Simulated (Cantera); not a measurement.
Cantera run, input and output.

```python
import numpy as np
import cantera as ct

gas = ct.Solution("gri30.yaml")
gas.TPX = 798, 1300000, {'CH4': 1, 'O2': 1.33, 'N2': 5.01}
inlet = ct.Reservoir(gas, clone=True)
gas.equilibrate("HP")  # start burning
reactor = ct.IdealGasConstPressureReactor(gas, energy="on", clone=False)
exhaust = ct.Reservoir(gas, clone=True)
tau = [0.13, 0.05, 0.019, 0.007, 0.0026, 0.00099, 0.00037, 0.00014, 5.2e-05, 2e-05][0]
for a, b in ((inlet, reactor), (reactor, exhaust)):
    ct.MassFlowController(a, b, mdot=lambda t: reactor.mass / tau)
net = ct.ReactorNet([reactor])
show = ['CH4', 'O2', 'NO2', 'H', 'CH3']

rows = []
print(f"{'tau/s':>10s}{'T/K':>9s}" + "".join(f"{s:>11s}" for s in show))
for tau in [0.13, 0.05, 0.019, 0.007, 0.0026, 0.00099, 0.00037, 0.00014, 5.2e-05, 2e-05]:
    net.initial_time = 0.0
    net.advance(30 * tau)
    before = gas.X
    net.advance(40 * tau)
    drift = np.max(np.abs(gas.X - before) / (gas.X + 1e-9))
    rows.append([gas.T, *gas[show].X, drift])
    print(f"{tau:10.3e}{gas.T:9.1f}" + "".join(f"{x:11.3e}" for x in gas[show].X))
```

Result:

```
     tau/s      T/K        CH4         O2        NO2          H        CH3
 1.300e-01   2271.8  3.713e-05  8.311e-06  5.361e-10  6.747e-04  5.861e-06
 5.000e-02   2271.6  8.989e-05  1.917e-05  7.539e-10  6.937e-04  1.453e-05
 1.900e-02   2271.5  2.140e-04  4.684e-05  1.100e-09  7.166e-04  3.561e-05
 7.000e-03   2271.8  5.010e-04  1.203e-04  1.601e-09  7.414e-04  8.644e-05
 2.600e-03   2272.5  1.067e-03  3.064e-04  2.241e-09  7.709e-04  1.936e-04
 9.900e-04   2272.2  1.974e-03  7.501e-04  3.016e-09  8.097e-04  3.851e-04
 3.700e-04   2266.5  3.303e-03  1.833e-03  3.993e-09  8.575e-04  7.045e-04
 1.400e-04   2245.4  5.248e-03  4.440e-03  5.105e-09  8.893e-04  1.192e-03
 5.200e-05   2172.2  9.560e-03  1.238e-02  5.567e-09  7.863e-04  1.952e-03
 2.000e-05    798.0  1.362e-01  1.812e-01  1.424e-19  1.069e-19  2.850e-12
```

Model: GRI-Mech 3.0 (53 species, 325 reactions), integrated in Cantera. The pressure lies above the range GRI-Mech 3.0 was tuned for (to about 10 atm).
